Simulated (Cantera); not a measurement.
A closed system holds: 1 mol Si₃N₄, 31 mol Cl₂, 44 mol N₂, held at 1752 °C and 72.0 Pa.

Cantera equilibrium calculation (NASA polynomials, part measured and part estimated; ideal gas, pure solids and liquids). Candidate condensed phases: Si, Si₃N₄; 13 gas species. The tables' values for SiCl₃, SiCl are old estimates; treat these amounts as uncertain. Equilibrium is a limit: real reactors are often held back by kinetics, nucleation or transport.

Question: What is the equilibrium state?

Answer: 
```
Quantity                              Value
--------------------------------  ---------
x(Cl)                                 0.532
x(N₂)                                 0.439
x(SiCl₂)                             0.0269
x(SiCl₃)                            0.00152
x(Cl₂)                             0.000310
x(SiCl₄)                            9.51e-5
x(SiCl)                             6.64e-5
x(Si)                               9.38e-6
gas amount                        104.8 mol
log10 activity of Si(l) (absent)      -3.94
```
